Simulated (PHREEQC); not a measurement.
A solution holds 0.24 mol HBF4 per kg of water, at 45 °C. Closed to the air; pH follows from the charge balance.

All values are PHREEQC results (ion-association model, phreeqc.dat), not measurements.

```csv
quantity,before,after
pH,0.73,0.75
ionic strength (mol/kgw),0.234,0.237
HF (mol/kgw),0.0277,0.0199
F- (mol/kgw),0.000106,7.85e-5
HF2- (mol/kgw),1.24e-5,6.59e-6
```

Problem. Name the change that produced these shifts.
A) diluted 2-fold with water
B) HBF4 replaced by KHF2 at the same molality
C) diluted 5-fold with water
D) 0.0044 mol/kgw Na2B4O7 added
E) HBF4 replaced by NaF at the same molality

Solution. D, 0.0044 mol/kgw Na2B4O7 added

No solid was allowed to form. Constants without temperature data keep their 25 °C values here. Real BF4- forms and hydrolyses slowly; the run takes it at equilibrium.
